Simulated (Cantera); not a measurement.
Input (Python, Cantera):

```python
import numpy as np
import cantera as ct

gas = ct.Solution("gri30.yaml")
gas.TPX = 1448, 101325, {'CH4': 1, 'O2': 2.86, 'N2': 10.7, 'CO2': 0.2}
reactor = ct.IdealGasConstPressureReactor(gas, energy="on", clone=False)
net = ct.ReactorNet([reactor])
net.rtol, net.atol = 1e-08, 1e-16
show = ['CH4', 'O2', 'HCN', 'CH3', 'N2O', 'CH2CO']
times = np.geomspace(7e-06, 0.1, 14)

steps = ct.SolutionArray(gas, extra=["t"])
rows = []
print(f"{'t/s':>10s}{'T/K':>9s}{'P/Pa':>11s}" + "".join(f"{s:>11s}" for s in show))
for t in times:
    while net.time < t:
        t_next = net.step()
        steps.append(gas.state, t=t_next)
    rows.append([np.interp(t, steps.t, y) for y in (steps.T, steps.P, *steps(*show).X.T)])
    print(f"{t:10.3e}{rows[-1][0]:9.1f}{rows[-1][1]:11.4g}" + "".join(f"{x:11.3e}" for x in rows[-1][2:]))
rate = np.gradient(steps.T, steps.t)
print("integrator steps:", len(steps.t))
if steps.T.max() > steps.T[0] + 200:
    print(f"time of steepest temperature rise: {steps.t[rate.argmax()]:.4e} s")
gas.TPX = 1448, 101325, {'CH4': 1, 'O2': 2.86, 'N2': 10.7, 'CO2': 0.2}
gas.equilibrate("HP")
print(f"equilibrium (HP): T = {gas.T:.1f} K  " + "  ".join(f"{s} {gas[s].X[0]:.3e}" for s in show))
```

It prints:

```
       t/s      T/K       P/Pa        CH4         O2        HCN        CH3        N2O      CH2CO
 7.000e-06   1448.0  1.013e+05  6.775e-02  1.938e-01  7.376e-20  3.294e-07  2.559e-13  9.790e-20
 1.461e-05   1448.0  1.013e+05  6.775e-02  1.938e-01  3.409e-19  7.238e-07  8.922e-13  4.097e-18
 3.050e-05   1448.0  1.013e+05  6.775e-02  1.938e-01  1.600e-18  1.640e-06  3.368e-12  1.747e-16
 6.367e-05   1448.0  1.013e+05  6.775e-02  1.938e-01  7.987e-18  4.004e-06  1.315e-11  8.953e-15
 1.329e-04   1448.0  1.013e+05  6.774e-02  1.938e-01  4.602e-17  1.112e-05  5.024e-11  6.520e-13
 2.774e-04   1448.0  1.013e+05  6.769e-02  1.937e-01  3.645e-16  3.620e-05  1.719e-10  7.824e-11
 5.791e-04   1448.9  1.013e+05  6.739e-02  1.936e-01  5.112e-15  1.093e-04  5.366e-10  1.240e-08
 1.209e-03   1459.0  1.013e+05  6.506e-02  1.920e-01  2.087e-13  2.693e-04  2.839e-09  1.720e-06
 2.523e-03   2567.4  1.013e+05  1.566e-17  6.036e-02  1.696e-11  1.477e-16  5.750e-07  1.868e-19
 5.267e-03   2565.3  1.013e+05  1.558e-17  5.861e-02  2.924e-11  1.435e-16  5.896e-07  1.790e-19
 1.099e-02   2559.7  1.013e+05  1.546e-17  5.651e-02  4.262e-11  1.396e-16  6.194e-07  1.731e-19
 2.295e-02   2556.2  1.013e+05  1.538e-17  5.523e-02  5.006e-11  1.372e-16  6.468e-07  1.693e-19
 4.791e-02   2555.6  1.013e+05  1.537e-17  5.501e-02  5.128e-11  1.368e-16  6.521e-07  1.687e-19
 1.000e-01   2555.6  1.013e+05  1.537e-17  5.501e-02  5.130e-11  1.368e-16  6.522e-07  1.687e-19
integrator steps: 1931
time of steepest temperature rise: 1.7550e-03 s
equilibrium (HP): T = 2555.6 K  CH4 2.171e-17  O2 5.501e-02  HCN 5.130e-11  CH3 1.933e-16  N2O 6.522e-07  CH2CO 1.976e-19
```

Computed with Cantera and GRI-Mech 3.0 (53 species, 325 reactions).
